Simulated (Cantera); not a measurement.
Input: 1 mol CH3Cl, 0.027 mol F2, 1.3 mol H2, equilibrated at 973 K and 0.110 bar.

Method: chemical equilibrium by Gibbs-energy minimisation in Cantera with the NASA 1993 tables (ideal gas, pure condensed phases). Candidate condensed phases: C, C6H6, C7H8, C8H18; 118 gas species. Kinetics and transport are ignored.

Base state: H2 0.675, HCl 0.303, HF 0.0163, CH4 0.00644 (mole fractions); condensed: C(graphite).

### Question
What changes in the equilibrium state with this change: CH3Cl replaced by CCl4?

### Answer
```tsv
species	before	after
HCl	0.303	0.765
Cl2	<1e-9	0.218
HF	0.0163	0.0161
H2	0.675	<1e-9
CH4	0.00644	<1e-9
Cl	1.13e-9	0.000361
C(graphite), mol	0.979	1.000
```

### Question
What changes in the equilibrium state with this change: temperature from 973 K to 773.15 K?

### Answer
```json
[
 {"species": "H2", "before": "0.675", "after": "0.580"},
 {"species": "HCl", "before": "0.303", "after": "0.324"},
 {"species": "CH4", "before": "0.00644", "after": "0.0782"},
 {"species": "HF", "before": "0.0163", "after": "0.0175"},
 {"species": "C(graphite), mol", "before": "0.979", "after": "0.759"}
]
```

### Question
What changes in the equilibrium state with this change: temperature from 973 K to 2523.15 K?

### Answer
```
species            before    after
----------------  -------  -------
H2                  0.675    0.623
HCl                 0.303    0.268
H                 2.68e-9   0.0662
Cl                1.13e-9   0.0200
HF                 0.0163   0.0155
C2H2 (acetylene)    <1e-9  0.00742
C2H                 <1e-9  5.95e-5
C2HCl               <1e-9  3.79e-5
C(graphite), mol    0.979    0.947
```
